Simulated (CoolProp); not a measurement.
Vapour pressure (MPa) of chlorine: the reference equation beside estimates from Tc = 416.9 K, pc = 7.642 MPa, ω = 0.070. Clausius-Clapeyron is anchored at 328.7 K with a constant enthalpy of vaporisation of 15.68 kJ/mol.

Values from CoolProp's reference Helmholtz-energy equation of state, Thol 2021.

```json
[
 {"T (K)": "314.5", "reference": "1.179", "Clausius-Clapeyron": "1.264", "van der Waals": "2.221", "Redlich-Kwong": "1.220", "Soave-Redlich-Kwong": "1.175"},
 {"T (K)": "319.2", "reference": "1.319", "Clausius-Clapeyron": "1.381", "van der Waals": "2.385", "Redlich-Kwong": "1.365", "Soave-Redlich-Kwong": "1.314"},
 {"T (K)": "324", "reference": "1.474", "Clausius-Clapeyron": "1.507", "van der Waals": "2.560", "Redlich-Kwong": "1.525", "Soave-Redlich-Kwong": "1.468"},
 {"T (K)": "328.7", "reference": "1.638", "Clausius-Clapeyron": "1.638", "van der Waals": "2.739", "Redlich-Kwong": "1.694", "Soave-Redlich-Kwong": "1.631"},
 {"T (K)": "333.5", "reference": "1.818", "Clausius-Clapeyron": "1.779", "van der Waals": "2.930", "Redlich-Kwong": "1.880", "Soave-Redlich-Kwong": "1.811"},
 {"T (K)": "338.2", "reference": "2.007", "Clausius-Clapeyron": "1.924", "van der Waals": "3.125", "Redlich-Kwong": "2.075", "Soave-Redlich-Kwong": "2.000"},
 {"T (K)": "343", "reference": "2.215", "Clausius-Clapeyron": "2.080", "van der Waals": "3.332", "Redlich-Kwong": "2.288", "Soave-Redlich-Kwong": "2.207"},
 {"T (K)": "347.7", "reference": "2.433", "Clausius-Clapeyron": "2.241", "van der Waals": "3.543", "Redlich-Kwong": "2.510", "Soave-Redlich-Kwong": "2.425"}
]
```

Absolute difference from the reference over all 8 rows, mean and median: Clausius-Clapeyron 4.3 and 4.4 %, van der Waals 65.4 and 64.2 %, Redlich-Kwong 3.4 and 3.4 %, Soave-Redlich-Kwong 0.4 and 0.4 %.
